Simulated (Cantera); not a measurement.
# Premixed flame

A freely propagating, adiabatic, planar premixed flame of H₂ : O₂ : N₂ = 1 : 0.781 : 2.94 (molar parts), equivalence ratio 0.64, unburnt at 425 K and 3.06 atm; mixture-averaged transport, grid criteria slope 0.08 and curve 0.16, no radiation.

Model: the H2/O2 subset of GRI-Mech 3.0, which has no nitrogen chemistry, integrated in Cantera. The hydrogen kinetics of GRI-Mech 3.0 are dated; newer H2 mechanisms differ, most at raised pressure. Burning velocities carry a grid error of a few per cent, more on coarse grids. Lean hydrogen flames are cellular in practice and burn faster than this planar one.

| z (mm) | T (K) | u (m/s) | x H₂ | x O₂ | x H₂O | x H₂O₂ | x OH | x H |
|---|---|---|---|---|---|---|---|---|
| -0.316 | 425 | 1.39 | 0.211 | 0.166 | 2.70e-6 | <1e-8 | <1e-8 | <1e-8 |
| -0.211 | 426 | 1.39 | 0.209 | 0.166 | 1.99e-5 | 6.12e-8 | <1e-8 | <1e-8 |
| -0.158 | 427 | 1.39 | 0.204 | 0.167 | 0.000130 | 4.84e-7 | <1e-8 | <1e-8 |
| -0.105 | 439 | 1.41 | 0.190 | 0.170 | 0.00105 | 4.73e-6 | <1e-8 | <1e-8 |
| -0.0527 | 587 | 1.80 | 0.143 | 0.172 | 0.0185 | 8.35e-5 | 2.60e-5 | 1.20e-5 |
| -0.0263 | 899 | 2.69 | 0.100 | 0.157 | 0.0618 | 0.000106 | 0.000530 | 0.000749 |
| 0 | 1266 | 3.75 | 0.0567 | 0.126 | 0.124 | 3.12e-5 | 0.00201 | 0.00384 |
| 0.0263 | 1522 | 4.50 | 0.0264 | 0.0964 | 0.173 | 6.12e-6 | 0.00493 | 0.00608 |
| 0.0527 | 1669 | 4.93 | 0.0130 | 0.0812 | 0.197 | 3.35e-6 | 0.00721 | 0.00549 |
| 0.105 | 1810 | 5.33 | 0.00580 | 0.0731 | 0.212 | 1.80e-6 | 0.00806 | 0.00286 |
| 0.211 | 1903 | 5.59 | 0.00258 | 0.0712 | 0.221 | 9.64e-7 | 0.00635 | 0.000850 |
| 0.421 | 1947 | 5.71 | 0.000892 | 0.0711 | 0.225 | 5.00e-7 | 0.00399 | 0.000165 |
| 0.843 | 1964 | 5.75 | 0.000282 | 0.0714 | 0.227 | 2.67e-7 | 0.00235 | 3.02e-5 |
x: mole fraction of selected species; z is measured from the peak of heat release.

| Property | Result |
|---|---|
| laminar burning velocity | 140 cm/s |
| thermal thickness | 0.105 mm |
| peak x(H₂O₂) | 0.000115 |
| peak x(OH) | 0.00813 |
| peak x(H) | 0.00615 |
| grid points | 109 |
